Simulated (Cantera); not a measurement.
**Moist CO burnout**

An isothermal, constant-pressure homogeneous reactor starts with 0.119 % CO, 0.732 % O₂, 0.0366 % H₂O, 98.9 % N₂, 0.188 % CH₄, equivalence ratio 0.59, at 1273 K and 7500 Torr.

Detailed kinetics in Cantera: GRI-Mech 3.0 (53 species, 325 reactions).

```csv
t (s),x CO,x O₂,x H₂O,x OH,x O,x NO,x CO₂
4.00e-6,0.00119,0.00732,0.000366,1.63e-11,3.59e-11,<1e-12,5.24e-11
9.72e-6,0.00119,0.00732,0.000366,3.34e-11,5.33e-11,<1e-12,1.32e-10
2.36e-5,0.00119,0.00732,0.000366,4.26e-11,5.97e-11,<1e-12,3.38e-10
5.74e-5,0.00119,0.00732,0.000366,5.22e-11,6.37e-11,<1e-12,8.77e-10
0.000139,0.00119,0.00732,0.000366,7.47e-11,7.27e-11,<1e-12,2.39e-9
0.000339,0.00119,0.00732,0.000366,1.28e-10,9.47e-11,<1e-12,7.08e-9
0.000823,0.00119,0.00732,0.000366,2.58e-10,1.51e-10,<1e-12,2.26e-8
0.00200,0.00119,0.00732,0.000366,6.08e-10,3.04e-10,<1e-12,7.74e-8
0.00486,0.00119,0.00732,0.000368,1.19e-9,5.65e-10,<1e-12,2.94e-7
0.0118,0.00119,0.00731,0.000373,1.90e-9,8.87e-10,<1e-12,1.12e-6
0.0287,0.00119,0.00729,0.000398,4.84e-9,2.22e-9,<1e-12,5.30e-6
0.0697,0.00146,0.00370,0.00410,3.19e-6,2.69e-6,1.18e-8,0.00161
0.169,1.07e-5,0.00297,0.00413,1.20e-6,4.57e-8,5.13e-8,0.00306
0.412,5.98e-8,0.00297,0.00413,5.48e-7,6.26e-9,5.90e-8,0.00307
1.00,1.88e-9,0.00297,0.00413,3.20e-7,2.11e-9,5.95e-8,0.00307
```
x: mole fraction; the columns are a selection and need not sum to one.

Equilibrium at this temperature and pressure: CO 1.58e-9, O₂ 0.00295, H₂O 0.00413, OH 3.01e-7, O 1.86e-9, NO 4.42e-5, CO₂ 0.00307 (gas phase only).
